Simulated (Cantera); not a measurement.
Counterflow diffusion flame

A counterflow diffusion flame at 100000 Pa, nozzles 20 mm apart: fuel side 100 % H2 at 525 K, oxidiser side 21.0 % O2, 79.0 % N2 at 300 K, fuel mass flux 0.19 times the oxidiser's; mixture-averaged transport, no radiation.

Computed with Cantera and the H2/O2 subset of GRI-Mech 3.0, which has no nitrogen chemistry. The maximum strain rate includes the flame's own expansion and is several times the mean.

```csv
oxidiser flux (kg/m²/s),max strain (1/s),mean strain (1/s),T max (K),peak x OH,peak x H,peak x H2O,peak x HO2
0.6,724,149,2417,0.0190,0.0160,0.279,6.04e-5
0.89,1020,222,2359,0.0190,0.0180,0.276,7.73e-5
1.3,1450,324,2315,0.0193,0.0206,0.273,9.57e-5
1.9,2100,473,2266,0.0194,0.0235,0.270,0.000116
2.9,3170,722,2195,0.0190,0.0269,0.267,0.000141
4.2,4520,1050,2131,0.0186,0.0303,0.264,0.000166
6.3,6750,1570,2064,0.0181,0.0345,0.261,0.000196
9.2,9840,2290,1997,0.0172,0.0384,0.257,0.000228
14,14900,3480,1914,0.0161,0.0427,0.253,0.000268
```
x: mole fraction; the columns are a selection and need not sum to one.
